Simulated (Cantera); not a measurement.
## Equilibrium for tantalum, niobium, vanadium and zirconium in process gases: V + NH3 + H2

Charge: 1 mol V, 8.3 mol NH3, 5.3 mol H2, held at 0.160 Pa.

These are equilibrium values from Cantera (NASA tables, ideal gas, pure condensed phases), not measurements of a reactor. Candidate condensed phases: V, VN; 11 gas species. VN: taken at fixed stoichiometry. Condensed phases not in the tables: V2N, N, O or C dissolved in the metal. Kinetics and transport are ignored.

```csv
T (K),log p H,log p H2,log p N2,log p V,log p N,log p VN,log p NH,n VN(s),n V(s)
825,-14.04,-5.88,-6.56,<-17,<-17,<-17,<-17,1.00,0
975,-11.88,-5.88,-6.56,<-17,<-17,<-17,<-17,1.00,0
1125,-10.29,-5.88,-6.56,<-17,<-17,<-17,<-17,1.00,0
1275,-9.07,-5.88,-6.56,-14.37,<-17,<-17,<-17,1.00,0
1425,-8.11,-5.88,-6.57,-11.26,-17.38,-17.36,<-17,1.000,0
1575,-7.33,-5.90,-6.52,-9.21,-15.69,-15.28,-17.01,0,0.991
1725,-6.71,-5.96,-6.55,-7.74,-14.32,-13.82,-16.02,0,0.732
1875,-6.25,-6.13,-6.62,-7.24,-13.19,-13.35,-15.28,0,0
2025,-5.98,-6.52,-6.71,-7.33,-12.25,-13.49,-14.78,0,0
2175,-5.88,-7.14,-6.77,-7.39,-11.42,-13.57,-14.48,0,0
2325,-5.86,-7.80,-6.78,-7.40,-10.68,-13.59,-14.27,0,0
2475,-5.86,-8.42,-6.79,-7.40,-10.03,-13.60,-14.09,0,0
2625,-5.86,-8.97,-6.79,-7.40,-9.45,-13.60,-13.94,0,0
```
log p: log10 of the partial pressure in bar; n: condensed amount in mol.

From 825 K to 1425 K the condensed part is VN(s). From 1575 K to 1725 K the condensed part is V(s). From 1875 K to 2625 K nothing is condensed.
